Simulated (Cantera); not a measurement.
What does this Cantera script print?

```python
import numpy as np
import cantera as ct

gas_names = [...]  # 87 gases of nasa_gas.yaml made of C, H, Si
cond_names = """
    C(gr) C6H6(L) C7H8(L) C8H18(L),n-octa Si(cr) Si(L) SiC(b)
""".split()


# ... load() reads the species with a 1 bar reference pressure and builds the phases ...
atoms = {
    'SiC': {'Si': 1, 'C': 1},
    'Si': {'Si': 1},
    'H2': {'H': 2},
}
top_T = {'C(gr)': 4500, 'SiC(b)': 3050}  # K; cautious upper limits of use, not melting points


# ... equilibrate(T, P, feed) seeds the gas with the atoms and calls Mixture.equilibrate('TP', solver="vcs", rtol=1e-11, max_steps=5000) ...
results = []
feed = {'SiC': 1, 'Si': 0.01, 'H2': 8.5}  # mol
P = 13332.2  # Pa
for T in [1523, 1623, 1723, 1823, 1923, 2023, 2123, 2223, 2323, 2423]:
    mix = equilibrate(T, P, feed)
    results.append((T, P, feed, dict(zip(mix.species_names, mix.species_moles))))
    x = sorted(zip(gas.X, gas.species_names), reverse=True)
    print(f"T = {T:g} K  P = {P:g} Pa  gas = {mix.phase_moles(0):.4g} mol")
    print("   x: " + "  ".join(f"{s} {v:.3e}" for v, s in x if v > 1e-05))
    print("   condensed (mol): " + ("  ".join(f"{mix.phase(i).name} {mix.phase_moles(i):.4g}"
          for i in range(1, mix.n_phases) if mix.phase_moles(i) > 1e-12) or "none"))
```

Output:

```
T = 1523 K  P = 13332.2 Pa  gas = 8.5 mol
   x: H2 9.999e-01  H 6.329e-05
   condensed (mol): Si(cr) 0.01  SiC(b) 1
T = 1623 K  P = 13332.2 Pa  gas = 8.501 mol
   x: H2 9.998e-01  H 1.893e-04
   condensed (mol): Si(cr) 0.009945  SiC(b) 1
T = 1723 K  P = 13332.2 Pa  gas = 8.502 mol
   x: H2 9.995e-01  H 4.993e-04  SiH2 1.697e-05
   condensed (mol): Si(L) 0.009777  SiC(b) 1
T = 1823 K  P = 13332.2 Pa  gas = 8.505 mol
   x: H2 9.987e-01  H 1.186e-03  SiH2 3.508e-05  Si 3.316e-05  SiH 1.293e-05
   condensed (mol): Si(L) 0.009324  SiC(b) 1
T = 1923 K  P = 13332.2 Pa  gas = 8.512 mol
   x: H2 9.972e-01  H 2.576e-03  Si 1.272e-04  SiH2 6.712e-05  SiH 3.796e-05
   condensed (mol): Si(L) 0.008013  SiC(b) 0.9999
T = 2023 K  P = 13332.2 Pa  gas = 8.526 mol
   x: H2 9.941e-01  H 5.186e-03  Si 4.267e-04  SiH2 1.201e-04  SiH 9.992e-05  Si2C 1.288e-05
   condensed (mol): Si(L) 0.004352  SiC(b) 0.9998
T = 2123 K  P = 13332.2 Pa  gas = 8.55 mol
   x: H2 9.890e-01  H 9.771e-03  Si 8.675e-04  SiH 1.628e-04  SiH2 1.380e-04  Si2C 3.869e-05  C2H2,acetylene 2.505e-05
   condensed (mol): SiC(b) 0.9992
T = 2223 K  P = 13332.2 Pa  gas = 8.587 mol
   x: H2 9.806e-01  H 1.737e-02  Si 1.299e-03  C2H2,acetylene 2.652e-04  SiH 1.989e-04  SiH2 1.226e-04  Si2C 8.240e-05  SiC2 1.269e-05
   condensed (mol): SiC(b) 0.9944
T = 2323 K  P = 13332.2 Pa  gas = 8.655 mol
   x: H2 9.660e-01  H 2.931e-02  Si 2.701e-03  C2H2,acetylene 1.098e-03  SiH 3.418e-04  Si2C 2.355e-04  SiH2 1.569e-04  SiC2 9.465e-05  Si2 1.714e-05  CH4 1.234e-05
   condensed (mol): SiC(b) 0.9771
T = 2423 K  P = 13332.2 Pa  gas = 8.774 mol
   x: H2 9.416e-01  H 4.712e-02  Si 6.075e-03  C2H2,acetylene 3.010e-03  Si2C 7.077e-04  SiH 6.416e-04  SiC2 5.176e-04  SiH2 2.236e-04  Si2 4.457e-05  CH4 1.297e-05  CH3 1.188e-05
   condensed (mol): SiC(b) 0.9313
```

Method: chemical equilibrium by Gibbs-energy minimisation in Cantera with the NASA 1993 tables (ideal gas, pure condensed phases). Mutual solubility and eutectic melting of coexisting phases are not modelled. Gases not in the tables: Si2H6 and higher silanes.
